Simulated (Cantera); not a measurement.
Cantera run:

```python
import numpy as np
import cantera as ct

gas_names = [...]  # 136 gases of nasa_gas.yaml made of C, H, N, O
cond_names = """
    C(gr) C6H6(L) C7H8(L) C8H18(L),n-octa H2O(s) H2O(L)
""".split()


# ... load() reads the species with a 1 bar reference pressure and builds the phases ...
atoms = {
    'toluene': {'C': 7, 'H': 8},
    'O2': {'O': 2},
    'N2': {'N': 2},
}
top_T = {'C(gr)': 4500}  # K; cautious upper limits of use, not melting points


# ... equilibrate(T, P, feed) seeds the gas with the atoms and calls Mixture.equilibrate('TP', solver="vcs", rtol=1e-11, max_steps=5000) ...
results = []
feed = {'toluene': 1, 'O2': 0.033, 'N2': 0.96}  # mol
P = 13332.2  # Pa
for T in [2148, 2223, 2298, 2373, 2448, 2523, 2598, 2673, 2748, 2823, 2898]:
    mix = equilibrate(T, P, feed)
    results.append((T, P, feed, dict(zip(mix.species_names, mix.species_moles))))

top = {s: max(r[3][s] / sum(r[3][g] for g in gas_names) for r in results) for s in gas_names}
cols = sorted((s for s in top if top[s] > 1e-05), key=lambda s: -top[s])[:6]
seen = [c for c in cond_names if any(r[3].get(c, 0) > 1e-12 for r in results)]
print("log10 of partial pressures in bar; condensed amounts in mol")
print(f"{'T/K':>10s}" + "".join(f"{s[:9]:>10s}" for s in cols + seen))
for T, P, feed, n in results:
    ng = sum(n[g] for g in gas_names)
    print(f"{T:10.4g}" + "".join(f"{np.log10(max(n[s] / ng * P / 1e5, 1e-99)):10.3f}" for s in cols)
          + "".join(f"{n.get(c, 0):10.4g}" for c in seen))
```

Output:

```
log10 of partial pressures in bar; condensed amounts in mol
       T/K        H2         H        N2       HCN C2H2,acet        CO     C(gr)
      2148    -0.983    -2.872    -1.608    -2.892    -3.701    -2.759     6.867
      2223    -0.987    -2.687    -1.613    -2.789    -3.524    -2.760     6.844
      2298    -0.992    -2.515    -1.619    -2.694    -3.361    -2.762     6.816
      2373    -0.999    -2.355    -1.626    -2.608    -3.210    -2.764     6.782
      2448    -1.009    -2.205    -1.634    -2.529    -3.072    -2.767      6.74
      2523    -1.021    -2.067    -1.644    -2.458    -2.945    -2.771     6.691
      2598    -1.037    -1.938    -1.656    -2.394    -2.830    -2.776     6.633
      2673    -1.056    -1.818    -1.671    -2.338    -2.726    -2.782     6.565
      2748    -1.080    -1.708    -1.687    -2.289    -2.634    -2.790     6.487
      2823    -1.110    -1.607    -1.706    -2.248    -2.554    -2.800     6.397
      2898    -1.146    -1.516    -1.727    -2.215    -2.486    -2.811     6.293
```

Equilibrium computed with Cantera from the NASA thermochemical tables; the gas is ideal and each condensed phase is pure.
